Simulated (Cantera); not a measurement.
An isothermal, constant-pressure homogeneous reactor starts with H2 : O2 : N2 = 1.8 : 1 : 3.6 (molar parts), at 900 K and 15000 Pa.

Computed with Cantera and GRI-Mech 3.0 (53 species, 325 reactions). Below about 950 K walls govern HO2 and H2O2 in real vessels. The temperature is held fixed by assumption; the heat of reaction is taken as removed at once.

x: mole fraction; the columns are a selection and need not sum to one.

```
t (s)         x H2    x O2    x H2O2       x H    x HO2     x NO      x OH
--------  --------  ------  --------  --------  -------  -------  --------
0.000800     0.281   0.156  5.70e-12   8.91e-9  4.83e-9   <1e-12  2.03e-10
0.00259      0.263   0.148   1.41e-7   0.00742  2.37e-5        ?  0.000243
0.00837     0.0118  0.0240   5.06e-7  0.000350  1.22e-5  4.30e-7   7.57e-5
0.0270     0.00544  0.0208   9.80e-7   2.26e-5  9.87e-6  4.28e-7   1.02e-5
0.0875     0.00395  0.0201   4.47e-6   1.34e-6  8.46e-6        ?   8.12e-7
0.283      0.00354  0.0199   1.09e-5   5.10e-7  7.41e-6        ?   3.36e-7
0.915      0.00255  0.0194   1.17e-5   3.40e-7  6.60e-6  2.92e-7   3.01e-7
2.96       0.00115  0.0187   7.38e-6   1.18e-7  4.63e-6        ?   2.16e-7
9.56      0.000244  0.0183   1.44e-6   1.40e-8  1.86e-6        ?   1.08e-7
30.9       4.10e-5  0.0182   8.41e-8  7.18e-10  4.32e-7        ?   3.05e-8
100        7.89e-6  0.0182   4.87e-9  4.67e-11  9.75e-8        ?   9.75e-9
```

Problem. Fill in the missing entries.

Solution. 
- 0.00259, x NO: 2.94e-9
- 0.0875, x NO: 3.78e-7
- 0.283, x NO: 3.17e-7
- 2.96, x NO: 2.20e-7
- 9.56, x NO: 1.04e-7
- 30.9, x NO: 3.07e-8
- 100, x NO: 1.27e-8
